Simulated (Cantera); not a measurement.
Input: 1 mol Cr, 7.3 mol N2, 75 mol H2, equilibrated at 0.0300 Torr.

Method: chemical equilibrium by Gibbs-energy minimisation in Cantera with the NASA 1993 tables (ideal gas, pure condensed phases). Candidate condensed phases: Cr, CrN, Cr2N; 11 gas species. Rates play no part.

x: gas mole fraction; nothing condenses.

| T (K) | x H | x H2 | x N2 | x Cr | x N | x NH |
|---|---|---|---|---|---|---|
| 1925 | 0.133 | 0.774 | 0.0818 | 0.0112 | 1.33e-8 | 5.71e-10 |
| 1975 | 0.184 | 0.725 | 0.0796 | 0.0109 | 2.79e-8 | 9.59e-10 |
| 2025 | 0.248 | 0.665 | 0.0768 | 0.0105 | 5.64e-8 | 1.54e-9 |
| 2075 | 0.324 | 0.592 | 0.0734 | 0.0101 | 1.10e-7 | 2.37e-9 |
| 2125 | 0.410 | 0.511 | 0.0697 | 0.00954 | 2.06e-7 | 3.49e-9 |
| 2175 | 0.502 | 0.423 | 0.0656 | 0.00899 | 3.73e-7 | 4.91e-9 |
| 2225 | (withheld) | (withheld) | 0.0616 | 0.00844 | (withheld) | (withheld) |
| 2275 | 0.679 | 0.256 | 0.0579 | 0.00793 | 1.13e-6 | 8.55e-9 |
| 2325 | 0.751 | 0.187 | 0.0547 | 0.00750 | 1.89e-6 | 1.07e-8 |
| 2375 | 0.809 | (withheld) | 0.0522 | 0.00715 | (withheld) | (withheld) |
| 2425 | 0.852 | 0.0907 | 0.0503 | 0.00689 | 5.06e-6 | 1.53e-8 |

### Question
Complete the blanks.

### Answer

- 2375, x H2: 0.132
- 2375, x N: 3.12e-6
- 2375, x NH: 1.29e-8
- 2225, x H: 0.594
- 2225, x H2: 0.336
- 2225, x N: 6.57e-7
- 2225, x NH: 6.61e-9
